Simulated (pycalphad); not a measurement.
Computed with pycalphad from the COST 507 light-alloy database (1999), at 1 atm. The database dates from 1999; later assessments differ in places, in temperatures and in the compounds included.

Problem. How does the equilibrium phase assembly of Al-3.65Fe-6.96Si (at.%) change on cooling from 1577 °C to 227 °C?

Solution. 
```tsv
T (°C)	phases above	phases below
779.6	liquid	AL13FE4 + liquid
701.8	AL13FE4 + liquid	AL13FE4 + ALFESI_ALPHA + liquid
694.1	AL13FE4 + ALFESI_ALPHA + liquid	ALFESI_ALPHA + liquid
638.8	ALFESI_ALPHA + liquid	ALFESI_ALPHA + ALFESI_BETA + liquid
619.5	ALFESI_ALPHA + ALFESI_BETA + liquid	ALFESI_BETA + fcc + liquid
575.7	ALFESI_BETA + fcc + liquid	ALFESI_BETA + diamond (Si) + fcc
```
Changes were sought between steps of 50 K, so a narrower field can be missed.

Database names, with the compositions (at.%) that they take in these runs: AL13FE4: Al 75 Fe 24 Si 1; ALFESI_ALPHA: Al 73 Fe 19 Si 8; ALFESI_BETA: Al 70 Fe 15 Si 15.
